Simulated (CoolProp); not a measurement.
Properties of n-perfluorohexane along the isotherm 450 K (Tc = 448.0 K, pc = 17.42 bar, ω = 0.497).

Values from CoolProp's reference Helmholtz-energy equation of state, Gao 2022.

| p (bar) | phase | cv (kJ/(kg K)) | isothermal compressibility (1/MPa) | fugacity coefficient |
|---|---|---|---|---|
| 4.84 | gas | 0.9903 | 2.325 | 0.9054 |
| 9.68 | gas | 1.002 | 1.412 | 0.8124 |
| 14.5 | gas | 1.023 | 1.447 | 0.7190 |
| 19.4 | supercritical | 1.061 | 0.6999 | 0.6083 |
| 24.2 | supercritical | 1.047 | 0.1509 | 0.5104 |
| 29 | supercritical | 1.040 | 0.08594 | 0.4442 |
| 33.9 | supercritical | 1.036 | 0.06001 | 0.3959 |
| 38.7 | supercritical | 1.034 | 0.04644 | 0.3607 |
| 43.5 | supercritical | 1.031 | 0.03794 | 0.3333 |
